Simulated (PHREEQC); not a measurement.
## Sulfide liquor (model solution)

Solution (10 °C): 110 mmol/kgw NaHS and 0.34 mmol/kgw MnCl2. Closed to the air; pH follows from the charge balance.

Computed with PHREEQC (ion-association model, wateq4f.dat).

```
Item                     Result
----------------  -------------
pH                         9.96
ionic strength    0.111 mol/kgw
total alkalinity     110 meq/kg
```

```tsv
species	molality	activity	log γ
Na+	0.110	0.0859	-0.107
HS-	0.110	0.0832	-0.120
Cl-	0.000680	0.000517	-0.119
Mn+2	0.000329	0.000130	-0.402
H2S	0.000130	0.000133	0.011
S-2	8.40e-5	3.12e-5	-0.430
OH-	3.52e-5	2.67e-5	-0.120
MnOH+	1.08e-5	8.44e-6	-0.108
MnCl+	3.52e-7	2.75e-7	-0.108
Mn(OH)3-	2.01e-9	1.57e-9	-0.108
```

Precipitation was switched off in this run. Saturation is exceeded, for instance for MnS(Green); the values hold only as long as no solid forms. Constants without temperature data keep their 25 °C values here. The polysulfide entries of wateq4f.dat were taken out for this run.
